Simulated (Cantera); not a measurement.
A closed system holds: 1 mol toluene, 1.5 mol O2, held at 2773.15 K and 0.975 Torr.

These are equilibrium values from Cantera (NASA tables, ideal gas, pure condensed phases), not measurements of a reactor. Candidate condensed phases: C, C6H6, C7H8, C8H18, H2O; 110 gas species. Equilibrium is a limit: real reactors are often held back by kinetics, nucleation or transport.

Base state: H 0.598, CO 0.290, H2 0.0840, C3 0.0174, C 0.00377, C2H2 (acetylene) 0.00256, C2H 0.00220, C2 0.00169 (mole fractions); condensed: C(graphite).

### Question
What changes in the equilibrium state with this change: O2 from 1.5 to 0.0087 mol?

### Answer
```tsv
species	before	after
H	0.598	0.812
H2	0.0840	0.155
C3	0.0174	0.0174
CO	0.290	0.00247
C2H2 (acetylene)	0.00256	0.00472
C4H2	3.25e-5	5.98e-5
CH	2.65e-5	3.60e-5
C2H	0.00220	0.00298
C(graphite), mol	3.28	6.45
```
